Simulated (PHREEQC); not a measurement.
Dissolve 0.0052 mol/kgw NaOH and 0.00032 mol/kgw K2SiO3 at 50 °C. Closed to the air; pH follows from the charge balance.

Equilibrium calculation in PHREEQC: ion-association model, phreeqc.dat.

This is a speciation only: nothing precipitates in the calculation.

**Question.** What pH does the model give?

**Answer.** pH 10.97.

**Question.** In which forms is Si present?

**Answer.** H3SiO4- 94 %, H2SiO4-2 3.1 %, H4SiO4 3.0 % of the Si.

Species that the database lacks are ignored. Constants without temperature data keep their 25 °C values here.
